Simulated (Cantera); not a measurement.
Charge: 1 mol SiCl4, 4.7 mol HCl, 0.44 mol H2, at 21.0 bar.

Equilibrium computed with Cantera from the NASA thermochemical tables; the gas is ideal and each condensed phase is pure. Candidate condensed phases: Si; 19 gas species. Kinetics and transport are ignored.

At 1000 K, list the 4 most abundant gas species with their mole fractions, and the condensed phases.

HCl 0.766, SiCl4 0.163, H2 0.0716, SiHCl3 0.000107. Condensed: gas only.
